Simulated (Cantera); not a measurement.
Feed: 1 mol Fe₃O₄, 1.1 mol CO, at 5.90 bar.

These are equilibrium values from Cantera (NASA tables, ideal gas, pure condensed phases), not measurements of a reactor. Candidate condensed phases: C, Fe, Fe(CO)₅, FeO, Fe₂O₃, Fe₃O₄; 15 gas species. The tables' stoichiometric FeO is somewhat more stable than real wüstite, so its field is too wide. FeO: taken at fixed stoichiometry. The numbers say what is thermodynamically allowed, not how fast it happens.

Task: Which condensed phases are stable at each of these points (T (°C)): 902, 1002, 1102, 1202, 1302, 1402, 1502, 1602, 1702, 1802, 1902, 2002?

Result: 
```json
[
 {"T (°C)": "902", "condensed phases": "FeO(s)", "Fe condensed (%)": "100.0"},
 {"T (°C)": "1002", "condensed phases": "FeO(s)", "Fe condensed (%)": "100.0"},
 {"T (°C)": "1102", "condensed phases": "FeO(s)", "Fe condensed (%)": "100.0"},
 {"T (°C)": "1202", "condensed phases": "FeO(s)", "Fe condensed (%)": "100.0"},
 {"T (°C)": "1302", "condensed phases": "FeO(s)", "Fe condensed (%)": "100.0"},
 {"T (°C)": "1402", "condensed phases": "FeO(l)", "Fe condensed (%)": "100.0"},
 {"T (°C)": "1502", "condensed phases": "FeO(l)", "Fe condensed (%)": "100.0"},
 {"T (°C)": "1602", "condensed phases": "FeO(l)", "Fe condensed (%)": "100.0"},
 {"T (°C)": "1702", "condensed phases": "FeO(l)", "Fe condensed (%)": "100.0"},
 {"T (°C)": "1802", "condensed phases": "FeO(l)", "Fe condensed (%)": "100.0"},
 {"T (°C)": "1902", "condensed phases": "FeO(l)", "Fe condensed (%)": "100.0"},
 {"T (°C)": "2002", "condensed phases": "FeO(l)", "Fe condensed (%)": "100.0"}
]
```

From 902 °C to 1302 °C the condensed part is FeO(s). From 1402 °C to 2002 °C the condensed part is FeO(l).
